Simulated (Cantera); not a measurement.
# Hydrocarbon pyrolysis for carbon deposition

An isothermal, constant-pressure homogeneous reactor starts with C₂H₆ : H₂ = 1 : 2.8 (molar parts), at 1050 K and 100000 Pa.

Computed with Cantera and GRI-Mech 3.0 (53 species, 325 reactions). GRI-Mech 3.0 stops at C3 and has no aromatics, soot or wall deposition, so with more carbon than oxygen in the feed, carbon stays in small species such as C2H2 where larger ones or solid carbon would form.

```json
[
 {"t (s)": "2.00e-5", "x C₂H₆": "0.263", "x H₂": "0.737", "x C₂H₂": "<1e-12", "x C₂H": "<1e-12", "x C₂H₄": "1.06e-8"},
 {"t (s)": "8.12e-5", "x C₂H₆": "0.263", "x H₂": "0.737", "x C₂H₂": "<1e-12", "x C₂H": "<1e-12", "x C₂H₄": "2.71e-7"},
 {"t (s)": "0.000330", "x C₂H₆": "0.263", "x H₂": "0.737", "x C₂H₂": "<1e-12", "x C₂H": "<1e-12", "x C₂H₄": "5.04e-6"},
 {"t (s)": "0.00134", "x C₂H₆": "0.263", "x H₂": "0.737", "x C₂H₂": "7.07e-11", "x C₂H": "<1e-12", "x C₂H₄": "8.41e-5"},
 {"t (s)": "0.00544", "x C₂H₆": "0.262", "x H₂": "0.737", "x C₂H₂": "1.28e-8", "x C₂H": "<1e-12", "x C₂H₄": "0.00115"},
 {"t (s)": "0.0221", "x C₂H₆": "0.253", "x H₂": "0.739", "x C₂H₂": "5.87e-7", "x C₂H": "<1e-12", "x C₂H₄": "0.00769"},
 {"t (s)": "0.0896", "x C₂H₆": "0.224", "x H₂": "0.744", "x C₂H₂": "1.04e-5", "x C₂H": "<1e-12", "x C₂H₄": "0.0304"},
 {"t (s)": "0.364", "x C₂H₆": "0.157", "x H₂": "0.754", "x C₂H₂": "0.000110", "x C₂H": "<1e-12", "x C₂H₄": "0.0804"},
 {"t (s)": "1.48", "x C₂H₆": "0.107", "x H₂": "0.756", "x C₂H₂": "0.000529", "x C₂H": "<1e-12", "x C₂H₄": "0.114"},
 {"t (s)": "6.00", "x C₂H₆": "0.0921", "x H₂": "0.732", "x C₂H₂": "0.000847", "x C₂H": "<1e-12", "x C₂H₄": "0.107"}
]
```
x: mole fraction; the columns are a selection and need not sum to one.

Equilibrium at this temperature and pressure: C₂H₆ 0.000156, H₂ 0.474, C₂H₂ 3.35e-6, C₂H <1e-12, C₂H₄ 0.000279 (gas phase only).
